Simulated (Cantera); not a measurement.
What does this Cantera script print?

```python
import numpy as np
import cantera as ct

gas = ct.Solution("h2o2.yaml")
gas.TPX = 1275, 1200, {'H2': 0.045, 'O2': 1, 'N2': 0.77}
inlet = ct.Reservoir(gas, clone=True)

reactor = ct.IdealGasConstPressureReactor(gas, energy="off", clone=False)
exhaust = ct.Reservoir(gas, clone=True)
tau = [7.4, 1.8, 0.45, 0.11, 0.028, 0.0068, 0.0017][0]
for a, b in ((inlet, reactor), (reactor, exhaust)):
    ct.MassFlowController(a, b, mdot=lambda t: reactor.mass / tau)
net = ct.ReactorNet([reactor])
show = ['H2', 'O2', 'H', 'H2O2', 'HO2']

rows = []
print(f"{'tau/s':>10s}{'T/K':>9s}" + "".join(f"{s:>11s}" for s in show))
for tau in [7.4, 1.8, 0.45, 0.11, 0.028, 0.0068, 0.0017]:
    net.initial_time = 0.0
    net.advance(30 * tau)
    before = gas.X
    net.advance(40 * tau)
    drift = np.max(np.abs(gas.X - before) / (gas.X + 1e-9))
    rows.append([gas.T, *gas[show].X, drift])
    print(f"{tau:10.3e}{gas.T:9.1f}" + "".join(f"{x:11.3e}" for x in gas[show].X))
```

Result:

```
     tau/s      T/K         H2         O2          H       H2O2        HO2
 7.400e+00   1275.0  3.770e-05  5.442e-01  5.088e-05  1.638e-08  3.434e-07
 1.800e+00   1275.0  8.853e-05  5.429e-01  1.922e-04  2.298e-08  5.575e-07
 4.500e-01   1275.0  1.937e-04  5.402e-01  6.224e-04  2.891e-08  7.983e-07
 1.100e-01   1275.0  3.968e-04  5.362e-01  1.565e-03  3.352e-08  1.012e-06
 2.800e-02   1275.0  8.048e-04  5.331e-01  2.665e-03  3.914e-08  1.156e-06
 6.800e-03   1275.0  2.044e-03  5.328e-01  3.528e-03  5.325e-08  1.281e-06
 1.700e-03   1275.0  5.944e-03  5.361e-01  3.677e-03  7.496e-08  1.351e-06
```

Detailed kinetics in Cantera: the H2/O2 subset of GRI-Mech 3.0, which has no nitrogen chemistry. Radical loss at walls, strong at low pressure, is not modelled.
